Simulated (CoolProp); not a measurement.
n-decane along the isotherm 439.7 K: fugacity coefficient from the reference equation and from simpler models built on Tc = 617.7 K, pc = 2.101 MPa, ω = 0.488; each cubic takes its own stable root.

Model: reference Helmholtz-energy equation of state, Lemmon 2006, in CoolProp. It is a short technical equation, of lower accuracy than the large ones.

```csv
p (MPa),phase,reference
0.0665,gas,0.9581
0.103,liquid,0.7668
0.161,liquid,0.4923
0.251,liquid,0.3176
0.391,liquid,0.2057
0.608,liquid,0.1341
0.947,liquid,0.08800
1.47,liquid,0.05860
2.3,liquid,0.03947
3.57,liquid,0.02755
5.57,liquid,0.02002
8.67,liquid,0.01560
13.5,liquid,0.01350
21,liquid,0.01368
```

Question: How far does each simpler model (Soave-Redlich-Kwong, Peng-Robinson) lie from the reference over these 14 states: mean and median of the absolute difference, and the worst?

Answer: 
- Soave-Redlich-Kwong: mean 6.0 %, median 2.5 %, worst +25.7 % at 439.7 K and 21 MPa
- Peng-Robinson: mean 2.5 %, median 1.8 %, worst +6.8 % at 439.7 K and 21 MPa
